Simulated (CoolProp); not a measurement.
Vapour-liquid equilibrium of ethanol (1) + acetone (2) at 455.2 K; x and y are mole fractions of (1).

Computed with CoolProp (multi-fluid Helmholtz-energy mixture model, Schroeder 2014 and Lemmon 2006; pair parameters Bell 2016).

Problem. Give the bubble pressure and the first vapour's composition at x = 0.275, 0.5, 0.725. Is there an azeotrope?

Solution. x = 0.275: 2.232 MPa, y = 0.300; x = 0.5: 2.276 MPa, y = 0.501; x = 0.725: 2.238 MPa, y = 0.700. y crosses x between x = 0.5 and 0.575: the model has an azeotrope there.

Pair parameters are fitted to limited data, so mixtures are less certain than the pure fluids.
